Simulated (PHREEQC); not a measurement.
# Acid rinse or clean: an equilibrium model

Dissolve 3.3 mmol/kgw HBr, 0.83 mmol/kgw CuSO4 and 2.1 mmol/kgw MgCl2 at 25 °C. It is in equilibrium with CO2 at log p = -2 (atm). Otherwise closed; pH follows from the charge balance.

All values are PHREEQC results (ion-association model, wateq4f.dat), not measurements.

Each row changes one thing in this solution. Precipitation was switched off in this run.

```json
[
 {"case": "as made", "pH": "2.54", "ionic strength (mol/kgw)": "0.0121", "Mg+2 (mol/kgw)": "0.00199", "Cu+2 (mol/kgw)": "0.000786", "CuCl+ (mol/kgw)": "5.80e-6", "HCO3- (mol/kgw)": "5.84e-8", "SI of Tenorite (CuO)": "-5.83", "SI of Cu(OH)2 (Cu(OH)2)": "-6.85"},
 {"case": "temperature from 25 to 45 °C", "pH": "2.55", "ionic strength (mol/kgw)": "0.0118", "Mg+2 (mol/kgw)": "0.00195", "Cu+2 (mol/kgw)": "0.000779", "CuCl+ (mol/kgw)": "1.42e-5", "HCO3- (mol/kgw)": "4.31e-8", "SI of Tenorite (CuO)": "-5.12", "SI of Cu(OH)2 (Cu(OH)2)": "-6.14"},
 {"case": "HBr from 0.0033 to 0.00297 mol/kgw", "pH": "2.58", "ionic strength (mol/kgw)": "0.0118", "Mg+2 (mol/kgw)": "0.00199", "Cu+2 (mol/kgw)": "0.000785", "CuCl+ (mol/kgw)": "5.82e-6", "HCO3- (mol/kgw)": "6.47e-8", "SI of Tenorite (CuO)": "-5.74", "SI of Cu(OH)2 (Cu(OH)2)": "-6.76"},
 {"case": "diluted 100-fold with water", "pH": "(withheld)", "ionic strength (mol/kgw)": "(withheld)", "Mg+2 (mol/kgw)": "2.10e-5", "Cu+2 (mol/kgw)": "8.27e-6", "CuCl+ (mol/kgw)": "(withheld)", "HCO3- (mol/kgw)": "4.18e-6", "SI of Tenorite (CuO)": "-3.85", "SI of Cu(OH)2 (Cu(OH)2)": "-4.87"},
 {"case": "CuSO4 replaced by Cu(NO3)2 at the same molality", "pH": "2.52", "ionic strength (mol/kgw)": "0.0121", "Mg+2 (mol/kgw)": "0.00210", "Cu+2 (mol/kgw)": "0.000824", "CuCl+ (mol/kgw)": "(withheld)", "HCO3- (mol/kgw)": "5.63e-8", "SI of Tenorite (CuO)": "-5.84", "SI of Cu(OH)2 (Cu(OH)2)": "-6.86"}
]
```

Task: Some entries are withheld; supply them.

Result: 
- diluted 100-fold with water, pH: 4.43
- diluted 100-fold with water, ionic strength (mol/kgw): 0.000133
- diluted 100-fold with water, CuCl+ (mol/kgw): 8.86e-10
- CuSO4 replaced by Cu(NO3)2 at the same molality, CuCl+ (mol/kgw): 6.08e-6

Complexes and solids missing from the database can't appear. Away from 25 °C the constants follow the database's enthalpies or fits; those with neither stay at their 25 °C values.
